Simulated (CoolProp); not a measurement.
Vapour-liquid equilibrium of n-hexane (1) + toluene (2) at 454 K; x and y are mole fractions of (1).

Computed with CoolProp (multi-fluid Helmholtz-energy mixture model, Thol 2019 and Lemmon 2006; pair parameters Bell 2016).

```
x     bubble pressure (MPa)  y at the bubble point  dew pressure at overall composition x (MPa)  liquid density (mol/L)
----  ---------------------  ---------------------  -------------------------------------------  ----------------------
0.05                 0.5791                  0.124                                       0.5462                   7.491
0.2                  0.7221                  0.377                                       0.6167                   7.153
0.35                 0.8471                  0.542                                       0.7042                   6.824
0.5                  0.9613                  0.667                                       0.8127                   6.504
0.65                  1.070                  0.774                                       0.9447                   6.193
0.8                   1.177                  0.872                                        1.098                   5.888
0.95                  1.284                  0.968                                        1.264                   5.589
```

No azeotrope shows between x = 0.05 and 0.95.

Pair parameters are fitted to limited data, so mixtures are less certain than the pure fluids.
